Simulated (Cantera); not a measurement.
Feed: 1 mol Ti, 0.88 mol CH₄, 190 mol H₂, held at 1.90 mbar.

Equilibrium computed with Cantera from the NASA thermochemical tables; the gas is ideal and each condensed phase is pure. Candidate condensed phases: C, C₆H₆, C₇H₈, C₈H₁₈, Ti, TiC; 77 gas species. Mutual solubility and eutectic melting of coexisting phases are not modelled. TiC: taken at fixed stoichiometry. Condensed phases not in the tables: N, O or C dissolved in the metal. Kinetics and transport are ignored.

x: gas mole fraction; n: condensed amount in mol.

```csv
T (K),x H₂,x H,x Ti,n Ti(α),n TiC(s),n Ti(β)
1023,1.00,9.50e-8,<1e-12,0.120,0.880,0
1123,1.000,9.77e-7,___,0.120,0.880,0
1223,1.000,6.90e-6,___,0,0.880,0.120
1323,1.000,3.64e-5,___,0,0.880,0.120
1423,1.000,0.000152,___,0,0.880,0.120
1523,0.999,0.000530,___,0,0.880,0.120
1623,0.998,0.00158,___,0,0.880,0.118
```

What belongs in the gaps?


- 1123, x Ti: 2.26e-12
- 1223, x Ti: 1.31e-10
- 1323, x Ti: 4.06e-9
- 1423, x Ti: 7.70e-8
- 1523, x Ti: 9.89e-7
- 1623, x Ti: 9.21e-6
